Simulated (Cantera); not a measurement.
Charge: 1 mol BN, 2.9 mol NF3, 74 mol H2, held at 1973.15 K and 1.00 bar.

These are equilibrium values from Cantera (NASA tables, ideal gas, pure condensed phases), not measurements of a reactor. Candidate condensed phases: B, BN; 31 gas species. The tables' values for BF2 are old estimates; treat these amounts as uncertain. The numbers say what is thermodynamically allowed, not how fast it happens.

Base state: H2 0.888, HF 0.0737, N2 0.0244, BF3 0.0103, H 0.00127, BF2 0.00117, BHF2 0.000974, BF 9.65e-5 (mole fractions); condensed: gas only.

Problem. What changes in the equilibrium state with this change: temperature from 1973.15 K to 1598.15 K?

Solution. 
```csv
species,before,after
H2,0.888,0.891
HF,0.0737,0.0717
N2,0.0244,0.0244
BF3,0.0103,0.0123
BF,9.65e-5,1.62e-7
BF2,0.00117,3.20e-5
H,0.00127,5.03e-5
BHF2,0.000974,0.000213
```
